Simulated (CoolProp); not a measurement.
CF4 (R14) at 293.15 K and 0.27 MPa flows at 6 m/s in a round tube of 10 mm bore and 0.25 µm roughness, fully developed (64/Re and Nu = 3.66 if laminar; Colebrook and Gnielinski if turbulent). Each further row changes one setting.

Values from CoolProp's reference Helmholtz-energy equation of state, Platzer 1990. This equation is an older, rougher fit.

```csv
case,Reynolds number,Darcy friction factor,pressure drop (Pa/m),heat-transfer coefficient (W/(m² K)),mass flow (kg/h)
as stated,34600,0.0228,404,128,16.7
velocity 12 m/s,69200,0.0196,1390,221,33.4
diameter 20 mm,69200,0.0195,173,110,66.9
```

Viscosity comes from a separate model (Huber 2003), an estimate that may be off by 10 % or more. Thermal conductivity comes from a separate model (Huber 2003), an estimate that may be off by 10 % or more.
